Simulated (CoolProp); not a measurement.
Vapour-liquid equilibrium of n-perfluorobutane (1) + R365MFC (2) at 0.259 MPa; x and y are mole fractions of (1).

The numbers come from the multi-fluid Helmholtz-energy mixture model, Gao 2022 and Lemmon 2016; pair parameters Bell 2016 in CoolProp.

Task: Give the bubble temperature and the first vapour's composition at x = 0.2, 0.35, 0.5. Is there an azeotrope?

Result: x = 0.2: 37.2 °C, y = 0.680; x = 0.35: 31.7 °C, y = 0.757; x = 0.5: 29.2 °C, y = 0.794. No azeotrope shows between x = 0.05 and 0.95.

The pair parameters rest on a limited set of measurements; away from them the model extrapolates. With so large a gap from Raoult's law the liquid may split in two, which this calculation doesn't test in full.
